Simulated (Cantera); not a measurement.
A closed system holds: 1 mol Cu2O, 1.4 mol H2, equilibrated at 800 K and 6300 Pa.

Equilibrium computed with Cantera from the NASA thermochemical tables; the gas is ideal and each condensed phase is pure. Candidate condensed phases: Cu, CuO, Cu(OH)2, Cu2O, H2O; 12 gas species. Kinetics and transport are ignored.

Task: What is the equilibrium state?

Result: 
* **x(H2O)**: 0.714
* **x(H2)**: 0.286
* **n(Cu(s))**: 2.00 mol
* **gas amount**: 1.400 mol
* **log10 activity of Cu(OH)2(s) (absent)**: -11.43
